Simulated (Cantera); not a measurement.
Adiabatic ignition

An adiabatic, constant-volume homogeneous reactor starts with 1.65 % C₃H₈, 20.7 % O₂, 77.7 % N₂, equivalence ratio 0.40, at 1225 K and 3750 Torr.

Computed with Cantera and GRI-Mech 3.0 (53 species, 325 reactions). GRI-Mech 3.0 was tuned for natural gas; its chemistry of propane as a main component is partial and can be far from experiment.

```json
[
 {"t (s)": "2.00e-6", "T (K)": "1225", "P (bar)": "5.00", "x C₃H₈": "0.0165", "x O₂": "0.207", "x C₂H₄": "3.79e-7", "x N₂O": "<1e-12", "x H₂O": "1.81e-8", "x CH₃": "4.78e-7"},
 {"t (s)": "8.53e-6", "T (K)": "1225", "P (bar)": "5.00", "x C₃H₈": "0.0165", "x O₂": "0.207", "x C₂H₄": "2.23e-6", "x N₂O": "<1e-12", "x H₂O": "1.90e-7", "x CH₃": "2.18e-6"},
 {"t (s)": "3.64e-5", "T (K)": "1225", "P (bar)": "5.00", "x C₃H₈": "0.0165", "x O₂": "0.207", "x C₂H₄": "1.55e-5", "x N₂O": "8.42e-12", "x H₂O": "3.95e-6", "x CH₃": "1.06e-5"},
 {"t (s)": "0.000155", "T (K)": "1225", "P (bar)": "5.00", "x C₃H₈": "0.0163", "x O₂": "0.206", "x C₂H₄": "0.000178", "x N₂O": "7.75e-11", "x H₂O": "8.64e-5", "x CH₃": "3.11e-5"},
 {"t (s)": "0.000663", "T (K)": "1228", "P (bar)": "5.02", "x C₃H₈": "0.0153", "x O₂": "0.206", "x C₂H₄": "0.00120", "x N₂O": "4.95e-10", "x H₂O": "0.000685", "x CH₃": "3.75e-5"},
 {"t (s)": "0.00283", "T (K)": "2331", "P (bar)": "9.69", "x C₃H₈": "<1e-12", "x O₂": "0.121", "x C₂H₄": "<1e-12", "x N₂O": "2.00e-6", "x H₂O": "0.0632", "x CH₃": "<1e-12"},
 {"t (s)": "0.0121", "T (K)": "2321", "P (bar)": "9.64", "x C₃H₈": "<1e-12", "x O₂": "0.119", "x C₂H₄": "<1e-12", "x N₂O": "1.96e-6", "x H₂O": "0.0632", "x CH₃": "<1e-12"},
 {"t (s)": "0.0515", "T (K)": "2305", "P (bar)": "9.58", "x C₃H₈": "<1e-12", "x O₂": "0.116", "x C₂H₄": "<1e-12", "x N₂O": "1.94e-6", "x H₂O": "0.0633", "x CH₃": "<1e-12"},
 {"t (s)": "0.220", "T (K)": "2303", "P (bar)": "9.57", "x C₃H₈": "<1e-12", "x O₂": "0.115", "x C₂H₄": "<1e-12", "x N₂O": "1.94e-6", "x H₂O": "0.0634", "x CH₃": "<1e-12"},
 {"t (s)": "0.937", "T (K)": "2303", "P (bar)": "9.57", "x C₃H₈": "<1e-12", "x O₂": "0.115", "x C₂H₄": "<1e-12", "x N₂O": "1.94e-6", "x H₂O": "0.0634", "x CH₃": "<1e-12"},
 {"t (s)": "4.00", "T (K)": "2303", "P (bar)": "9.57", "x C₃H₈": "<1e-12", "x O₂": "0.115", "x C₂H₄": "<1e-12", "x N₂O": "1.94e-6", "x H₂O": "0.0634", "x CH₃": "<1e-12"}
]
```
x: mole fraction; the columns are a selection and need not sum to one.

```yaml
time_of_steepest_temperature_rise: 1.39 ms
temperature at 4.00 s: 2303 K
equilibrium_temperature: 2303 K
x(C₃H₈) at 4.00 s: <1e-12 (gas-phase equilibrium <1e-12)
x(O₂) at 4.00 s: 0.115 (gas-phase equilibrium 0.115)
x(C₂H₄) at 4.00 s: <1e-12 (gas-phase equilibrium <1e-12)
```
